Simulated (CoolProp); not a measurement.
Saturation properties of propylene glycol (Tc = 400.8 °C, pc = 7.292 MPa, ω = 0.327).

Values from CoolProp's reference Helmholtz-energy equation of state, Eisenbach 2021.

```tsv
T (°C)	p (MPa)	liquid cp (kJ/(kg K))	vapour Z
77.35	0.0008349	2.785	0.9995
92.25	0.001967	2.866	0.9991
107.25	0.004293	2.947	0.9982
122.15	0.008677	3.026	0.9969
137.15	0.01655	3.105	0.9949
152.05	0.02973	3.184	0.9920
167.05	0.05105	3.263	0.9879
181.95	0.08365	3.342	0.9825
196.85	0.1319	3.422	0.9754
211.85	0.2017	3.504	0.9663
226.75	0.2983	3.588	0.9551
```

It boils at 188.1 °C under 1 atm.
